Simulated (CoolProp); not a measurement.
Vapour-liquid equilibrium of carbon dioxide (1) + isopentane (2) at 239.6 K; x and y are mole fractions of (1).

Computed with CoolProp (multi-fluid Helmholtz-energy mixture model, Span 1996 and Lemmon 2006; pair parameters Kunz 2012).

| x | bubble pressure, mixture model (MPa) | bubble pressure, Raoult's law (MPa) | y, mixture model | y, Raoult's law |
|---|---|---|---|---|
| 0.05 | 0.1194 | 0.06928 | 0.947 | 0.913 |
| 0.125 | 0.2840 | 0.1637 | 0.978 | 0.966 |
| 0.2 | 0.4327 | 0.2581 | 0.985 | 0.980 |
| 0.275 | 0.5587 | 0.3524 | 0.989 | 0.987 |
| 0.35 | 0.6605 | 0.4468 | 0.991 | 0.991 |
| 0.425 | 0.7409 | 0.5412 | 0.992 | 0.993 |
| 0.5 | 0.8052 | 0.6356 | 0.993 | 0.995 |
| 0.575 | 0.8597 | 0.7300 | 0.994 | 0.996 |
| 0.65 | 0.9110 | 0.8244 | 0.994 | 0.997 |
| 0.725 | 0.9652 | 0.9188 | 0.995 | 0.998 |
| 0.8 | 1.028 | 1.013 | 0.996 | 0.999 |
| 0.875 | 1.103 | 1.108 | 0.997 | 0.999 |
| 0.95 | 1.194 | 1.202 | 0.999 | 1.000 |

The largest gap from Raoult's law is +73.5 % in bubble pressure, at x = 0.125. No azeotrope shows between x = 0.05 and 0.95.

Pair parameters are fitted to limited data, so mixtures are less certain than the pure fluids. The gap from Raoult's law changes sign with composition, which may be real or a fault of the pair parameters; it wasn't checked against measurements. With so large a gap from Raoult's law the liquid may split in two, which this calculation doesn't test in full.
